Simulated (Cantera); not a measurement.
An adiabatic, constant-volume homogeneous reactor starts with CH4 : O2 : N2 = 1 : 3.28 : 12.3 (molar parts), equivalence ratio 0.61, at 1525 K and 960000 Pa. Integrator tolerance rtol = 1e-08.

Model: GRI-Mech 3.0 (53 species, 325 reactions), integrated in Cantera.

**Question.** What does this change do: pressure from 960000 Pa to 500000 Pa?

**Answer.** 
| quantity | before | after |
|---|---|---|
| time of steepest temperature rise | 0.122 ms | 0.209 ms |
| temperature at 0.600 s | 2820 K | 2789 K |
| equilibrium temperature | 2820 K | 2789 K |
| x(CH4) at 0.600 s | <1e-12 (gas-phase equilibrium <1e-12) | <1e-12 (gas-phase equilibrium <1e-12) |
| x(O2) at 0.600 s | 0.0663 (gas-phase equilibrium 0.0663) | 0.0669 (gas-phase equilibrium 0.0669) |
| x(C2H2) at 0.600 s | <1e-12 (gas-phase equilibrium <1e-12) | <1e-12 (gas-phase equilibrium <1e-12) |
| x(NO) at 0.600 s | 0.0204 (gas-phase equilibrium 0.0204) | 0.0197 (gas-phase equilibrium 0.0197) |
| x(C2H) at 0.600 s | <1e-12 (gas-phase equilibrium <1e-12) | <1e-12 (gas-phase equilibrium <1e-12) |

**Question.** What does this change do: pressure from 960000 Pa to 330000 Pa?

**Answer.** 
```csv
quantity,before,after
time of steepest temperature rise,0.122 ms,0.292 ms
temperature at 0.600 s,2820 K,2769 K
equilibrium temperature,2820 K,2769 K
x(CH4) at 0.600 s,<1e-12 (gas-phase equilibrium <1e-12),<1e-12 (gas-phase equilibrium <1e-12)
x(O2) at 0.600 s,0.0663 (gas-phase equilibrium 0.0663),0.0673 (gas-phase equilibrium 0.0673)
x(C2H2) at 0.600 s,<1e-12 (gas-phase equilibrium <1e-12),<1e-12 (gas-phase equilibrium <1e-12)
x(NO) at 0.600 s,0.0204 (gas-phase equilibrium 0.0204),0.0191 (gas-phase equilibrium 0.0191)
x(C2H) at 0.600 s,<1e-12 (gas-phase equilibrium <1e-12),<1e-12 (gas-phase equilibrium <1e-12)
```
